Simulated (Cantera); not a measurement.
An isothermal, constant-pressure homogeneous reactor starts with NH3 : N2 = 1 : 6.2 (molar parts), at 1825 K and 10.00 Torr. Integrator tolerance rtol = 1e-08.

Detailed kinetics in Cantera: the gas-phase N/H chemistry of the illustrative SiF4/NH3 mechanism in the Surface Chemkin manual (1991). Walls and surfaces, which speed up NH3 decomposition in real reactors, are not modelled.

**Question.** What does this change do: NH3 1 to 0.19 parts?

**Answer.** 
```json
[
 {"quantity": "x(NH3) at 10.0 s", "before": "0.0321 (gas-phase equilibrium 2.57e-8)", "after": "0.00704 (gas-phase equilibrium 3.19e-9)"},
 {"quantity": "x(H2) at 10.0 s", "before": "0.141 (gas-phase equilibrium 0.182)", "after": "0.0330 (gas-phase equilibrium 0.0429)"},
 {"quantity": "x(NH2) at 10.0 s", "before": "8.12e-5 (gas-phase equilibrium 6.27e-10)", "after": "2.95e-5 (gas-phase equilibrium 1.60e-10)"},
 {"quantity": "x(N2) at 10.0 s", "before": "0.827 (gas-phase equilibrium 0.816)", "after": "0.960 (gas-phase equilibrium 0.956)"},
 {"quantity": "x(NH) at 10.0 s", "before": "3.26e-6 (gas-phase equilibrium 2.57e-10)", "after": "1.87e-6 (gas-phase equilibrium 1.35e-10)"},
 {"quantity": "x(N2H2) at 10.0 s", "before": "1.56e-7 (gas-phase equilibrium <1e-12)", "after": "3.07e-8 (gas-phase equilibrium <1e-12)"}
]
```

**Question.** What does this change do: pressure from 10.00 Torr to 21.8 Torr?

**Answer.** 
```json
[
 {"quantity": "x(NH3) at 10.0 s", "before": "0.0321 (gas-phase equilibrium 2.57e-8)", "after": "0.0152 (gas-phase equilibrium 5.61e-8)"},
 {"quantity": "x(H2) at 10.0 s", "before": "0.141 (gas-phase equilibrium 0.182)", "after": "0.163 (gas-phase equilibrium 0.182)"},
 {"quantity": "x(NH2) at 10.0 s", "before": "8.12e-5 (gas-phase equilibrium 6.27e-10)", "after": "4.31e-5 (gas-phase equilibrium 9.27e-10)"},
 {"quantity": "x(N2) at 10.0 s", "before": "0.827 (gas-phase equilibrium 0.816)", "after": "0.822 (gas-phase equilibrium 0.817)"},
 {"quantity": "x(NH) at 10.0 s", "before": "3.26e-6 (gas-phase equilibrium 2.57e-10)", "after": "2.00e-6 (gas-phase equilibrium 2.58e-10)"},
 {"quantity": "x(N2H2) at 10.0 s", "before": "1.56e-7 (gas-phase equilibrium <1e-12)", "after": "4.84e-8 (gas-phase equilibrium <1e-12)"}
]
```
